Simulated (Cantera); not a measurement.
A counterflow diffusion flame at 0.987 atm, nozzles 20 mm apart: fuel side CH4 : N2 = 1 : 2 (molar parts) at 475 K, oxidiser side O2 : N2 = 0.2 : 0.8 (molar parts) at 450 K, fuel mass flux 1 times the oxidiser's; mixture-averaged transport, no radiation.

Cantera simulation using GRI-Mech 3.0 (53 species, 325 reactions); the numbers are that mechanism's predictions, not measurements. GRI-Mech 3.0 has no aromatics or soot, which form on the fuel side of real flames. The maximum strain rate includes the flame's own expansion and is several times the mean. A flux with no burning solution from the previous one only brackets extinction.

x: mole fraction; the columns are a selection and need not sum to one.

```
oxidiser flux (kg/m²/s)  max strain (1/s)  mean strain (1/s)  T max (K)  peak x OH  peak x H  peak x NO  peak x CO  peak x C2H2
-----------------------  ----------------  -----------------  ---------  ---------  --------  ---------  ---------  -----------
0.25                                  149               36.8       1881    0.00409   0.00211   0.000119     0.0289      0.00332
0.4                                     …               58.9       1856    0.00401   0.00222          …     0.0294            …
0.64                                    …               94.2       1827    0.00386   0.00228          …     0.0301            …
1                                     539                147       1786    0.00350   0.00220    3.87e-5     0.0308      0.00182
```

Some entries are withheld; supply them.


- 0.4, max strain (1/s): 229
- 0.4, peak x NO: 9.34e-5
- 0.4, peak x C2H2: 0.00291
- 0.64, max strain (1/s): 355
- 0.64, peak x NO: 6.61e-5
- 0.64, peak x C2H2: 0.00245
